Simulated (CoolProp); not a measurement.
Vapour-liquid equilibrium of p-xylene (1) + n-undecane (2) at 341.8 K; x and y are mole fractions of (1).

Computed with CoolProp (multi-fluid Helmholtz-energy mixture model, Zhou 2012 and Aleksandrov 2011; pair parameters Bell 2016).

```json
[
 {"x": "0.05", "bubble pressure, mixture model (MPa)": "0.001404", "bubble pressure, Raoult's law (MPa)": "0.001412", "y, mixture model": "0.348", "y, Raoult's law": "0.352"},
 {"x": "0.2", "bubble pressure, mixture model (MPa)": "?", "bubble pressure, Raoult's law (MPa)": "0.002759", "y, mixture model": "?", "y, Raoult's law": "0.721"},
 {"x": "0.35", "bubble pressure, mixture model (MPa)": "?", "bubble pressure, Raoult's law (MPa)": "0.004105", "y, mixture model": "?", "y, Raoult's law": "0.847"},
 {"x": "0.5", "bubble pressure, mixture model (MPa)": "0.005412", "bubble pressure, Raoult's law (MPa)": "0.005451", "y, mixture model": "?", "y, Raoult's law": "0.912"},
 {"x": "0.65", "bubble pressure, mixture model (MPa)": "?", "bubble pressure, Raoult's law (MPa)": "0.006798", "y, mixture model": "0.950", "y, Raoult's law": "0.950"},
 {"x": "0.8", "bubble pressure, mixture model (MPa)": "?", "bubble pressure, Raoult's law (MPa)": "0.008144", "y, mixture model": "0.976", "y, Raoult's law": "0.976"},
 {"x": "0.95", "bubble pressure, mixture model (MPa)": "?", "bubble pressure, Raoult's law (MPa)": "0.009491", "y, mixture model": "0.995", "y, Raoult's law": "0.995"}
]
```

Question: What belongs in the gaps?

Answer: 
- 0.2, bubble pressure, mixture model (MPa): 0.002733
- 0.2, y, mixture model: 0.717
- 0.35, bubble pressure, mixture model (MPa): 0.004069
- 0.35, y, mixture model: 0.845
- 0.5, y, mixture model: 0.910
- 0.65, bubble pressure, mixture model (MPa): 0.006762
- 0.8, bubble pressure, mixture model (MPa): 0.008121
- 0.95, bubble pressure, mixture model (MPa): 0.009486

The largest gap from Raoult's law is -0.9 % in bubble pressure, at x = 0.2. No azeotrope shows between x = 0.05 and 0.95.

The pair parameters rest on a limited set of measurements; away from them the model extrapolates.
